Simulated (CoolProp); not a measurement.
A simple Rankine cycle with R114: condensing at 290.15 K, boiler at 2.33 MPa, turbine inlet 401.6 K, turbine efficiency 0.75, pump efficiency 0.7, no recuperator. Each further row changes one setting.

Computed with CoolProp (reference Helmholtz-energy equation of state, Platzer 1990). This equation is an older, rougher fit; its heat capacities, sound speeds and derivatives of the liquid may be far off and weren't checked against measurements.

| case | thermal efficiency (%) | net work (kJ/kg) | heat in (kJ/kg) | turbine exit temperature (K) | volume ratio over the turbine |
|---|---|---|---|---|---|
| as stated | ? | ? | 185 | 328.8 | 18.9 |
| turbine inlet 421.6 K | 14.3 | ? | ? | 354.9 | 16.5 |
| condensing temperature 282.15 K | 15.2 | 29.4 | ? | 324.0 | 24.9 |
| boiler pressure 1.63 MPa | ? | 25.9 | 199 | ? | 10.9 |
| turbine efficiency 0.65 | 12.2 | 22.5 | 185 | 334.0 | 19.2 |

Q: What belongs in the gaps?

A: 
- as stated, thermal efficiency (%): 14.2
- as stated, net work (kJ/kg): 26.3
- turbine inlet 421.6 K, net work (kJ/kg): 29.8
- turbine inlet 421.6 K, heat in (kJ/kg): 208
- condensing temperature 282.15 K, heat in (kJ/kg): 193
- boiler pressure 1.63 MPa, thermal efficiency (%): 13.0
- boiler pressure 1.63 MPa, turbine exit temperature (K): 347.8
